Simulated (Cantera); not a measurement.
A perfectly stirred reactor is fed with CH₄ : CO₂ = 1 : 2.1 (molar parts), at 5.90 bar; it is held at 1750 K, and followed from long to short residence time.

Model: GRI-Mech 3.0 (53 species, 325 reactions), integrated in Cantera.

One state of this run: x CH₄ = 0.0524; x CO₂ = 0.260; x C₂H₄ = 0.00212; x H₂O₂ = 7.80e-12; x CO = 0.305; x O = 1.58e-10. x: mole fraction; the columns are a selection and need not sum to one.

Q: Which value of τ (s) does it belong to?
A) 0.11
B) 0.050
C) 0.22
D) 0.023

A: D, 0.023
